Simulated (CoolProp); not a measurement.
Saturation properties of nitrogen.

Model: reference Helmholtz-energy equation of state, Span 2000, in CoolProp.

```tsv
T (K)	p (kPa)	liquid density (kg/m³)	liquid viscosity (µPa s)
92.2	433.2	733.5	95.9
94.6	524.1	720.5	89.1
97.1	632.8	706.4	82.6
99.6	756.9	691.8	76.7
102	891.7	677.0	71.4
104.5	1049	660.9	66.3
107	1226	643.7	61.5
109.4	1415	626.1	57.1
111.9	1634	606.2	52.6
114.3	1865	585.2	48.5
116.8	2131	560.8	44.2
119.3	2424	532.3	39.7
```

It boils at 77.4 K under 1 atm.

Viscosity comes from a separate model (Lemmon 2004).
